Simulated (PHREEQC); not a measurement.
Acid mine or pickling water

Synthetic water in mmol/kgw, 25 °C, pH 2.8, pe 10.1:

| constituent | mmol/kgw |
|---|---|
| Na | 5.04 |
| K | 4.05 |
| Ca | 0.45 |
| Mg | 0.254 |
| Cl | 0.956 |
| S(6) | 9.93 |
| Fe(3) | 0.361 |
| Al | 2.59 |

Valence states are taken as typed.

All values are PHREEQC results (ion-association model, phreeqc.dat), not measurements.

This is a speciation only: nothing precipitates in the calculation.

**Question.** What ionic strength, charge-balance error does the model give?

**Answer.** ionic strength 0.0232 mol/kgw; charge-balance error 3.0 %.

**Question.** In which forms is K present?

**Answer.** K+ 98 %, KSO4- 2.4 % of the K.

Saturation is exceeded, for instance for Jarosite-K, Hematite (slow to form); the values hold only as long as no solid forms. Complexes and solids missing from the database can't appear.
